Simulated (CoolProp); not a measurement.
Model: reference Helmholtz-energy equation of state, Gao 2022, in CoolProp.

Q: Give the vapour pressure (bar), liquid density (kg/m³), vapour density (kg/m³), liquid cp (kJ/(kg K)) of saturated n-perfluorohexane at 306, 327.8 K.

A: 
```tsv
T (K)	p (bar)	liquid density (kg/m³)	vapour density (kg/m³)	liquid cp (kJ/(kg K))
306	0.410	1650	5.63	1.06
327.8	0.931	1590	12.3	1.09
```
